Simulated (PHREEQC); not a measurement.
Consider water at 63 °C with 0.0049 mol NH4Cl and 3.3e-05 mol Na2SO4 per kg of water. Closed to the air; pH follows from the charge balance.

The numbers come from PHREEQC with the ion-association model, phreeqc.dat.

```yaml
pH: 5.30
ionic_strength: 0.00500 mol/kgw
specific_conductance: 1410 µS/cm
```

| species | molality | activity | log γ |
|---|---|---|---|
| Cl- | 0.00490 | 0.00451 | -0.036 |
| NH4+ | 0.00489 | 0.00450 | -0.037 |
| Na+ | 6.60e-5 | 6.09e-5 | -0.035 |
| SO4-2 | 3.15e-5 | 2.29e-5 | -0.139 |
| NH3 | 5.43e-6 | 5.43e-6 | 0.000 |
| H+ | 5.42e-6 | 5.04e-6 | -0.032 |
| NH4SO4- | 1.44e-6 | 1.33e-6 | -0.035 |
| HSO4- | 3.10e-8 | 2.86e-8 | -0.035 |
| OH- | 2.44e-8 | 2.25e-8 | -0.036 |
| NaSO4- | 9.36e-9 | 8.65e-9 | -0.034 |

No solid was allowed to form. Away from 25 °C the constants follow the database's enthalpies or fits; those with neither stay at their 25 °C values.
